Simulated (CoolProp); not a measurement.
Computed with CoolProp (reference Helmholtz-energy equation of state, Thol 2019).

**Question.** For n-hexane, give the phase and the density (kg/m³), speed of sound (m/s), Joule-Thomson coefficient (K/MPa), expansivity (1/kK) at 546.8 K and 2.12 MPa.

**Answer.** 
- 546.8 K and 2.12 MPa: gas; density 51.1, speed of sound 187, Joule-Thomson coefficient 8.20, expansivity 4.10
